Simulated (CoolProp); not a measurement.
A simple Rankine cycle with water: condensing at 298.15 K, boiler at 0.182 MPa, turbine inlet 430.5 K, turbine efficiency 0.9, pump efficiency 0.8, no recuperator. Each further row changes one setting.

Values from CoolProp's reference Helmholtz-energy equation of state, Wagner 2002.

```json
[
 {"case": "as stated", "thermal efficiency (%)": "20.0", "net work (kJ/kg)": "535", "heat in (kJ/kg)": "2680", "turbine exit temperature (K)": "298.1", "volume ratio over the turbine": "35.4"},
 {"case": "turbine inlet 450.5 K", "thermal efficiency (%)": "20.1", "net work (kJ/kg)": "547", "heat in (kJ/kg)": "2720", "turbine exit temperature (K)": "298.1", "volume ratio over the turbine": "34.2"},
 {"case": "condensing temperature 290.15 K", "thermal efficiency (%)": "21.6", "net work (kJ/kg)": "586", "heat in (kJ/kg)": "2710", "turbine exit temperature (K)": "290.1", "volume ratio over the turbine": "55.4"},
 {"case": "boiler pressure 0.127 MPa", "thermal efficiency (%)": "18.3", "net work (kJ/kg)": "492", "heat in (kJ/kg)": "2680", "turbine exit temperature (K)": "298.1", "volume ratio over the turbine": "25.1"},
 {"case": "turbine efficiency 0.8", "thermal efficiency (%)": "17.8", "net work (kJ/kg)": "476", "heat in (kJ/kg)": "2680", "turbine exit temperature (K)": "298.1", "volume ratio over the turbine": "36.4"}
]
```

The expansion ends wet for: as stated; turbine inlet 450.5 K; condensing temperature 290.15 K; boiler pressure 0.127 MPa; turbine efficiency 0.8.
